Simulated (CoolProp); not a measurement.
Vapour-liquid equilibrium of toluene (1) + o-xylene (2) at 1410 kPa; x and y are mole fractions of (1).

Model: multi-fluid Helmholtz-energy mixture model, Lemmon 2006 and Zhou 2012; pair parameters Bell 2016, in CoolProp.

| x | bubble temperature, mixture model (°C) | bubble temperature, Raoult's law (°C) | y, mixture model | y, Raoult's law |
|---|---|---|---|---|
| 0.05 | 278.7 | 278.3 | 0.072 | 0.088 |
| 0.125 | 275.1 | 274.2 | 0.175 | 0.208 |
| 0.2 | 271.5 | 270.3 | 0.273 | 0.316 |
| 0.275 | 268.0 | 266.7 | 0.365 | 0.413 |
| 0.35 | 264.5 | 263.2 | 0.452 | 0.500 |
| 0.425 | 261.1 | 259.9 | 0.533 | 0.580 |
| 0.5 | 257.8 | 256.7 | 0.608 | 0.652 |
| 0.575 | 254.6 | 253.6 | 0.679 | 0.718 |
| 0.65 | 251.5 | 250.7 | 0.744 | 0.779 |
| 0.725 | 248.6 | 247.9 | 0.805 | 0.834 |
| 0.8 | 245.7 | 245.2 | 0.863 | 0.884 |
| 0.875 | 242.9 | 242.6 | 0.917 | 0.931 |
| 0.95 | 240.3 | 240.1 | 0.967 | 0.973 |

The largest gap from Raoult's law is +1.3 K in bubble temperature, at x = 0.35. No azeotrope shows between x = 0.05 and 0.95.

The pair parameters rest on a limited set of measurements; away from them the model extrapolates.
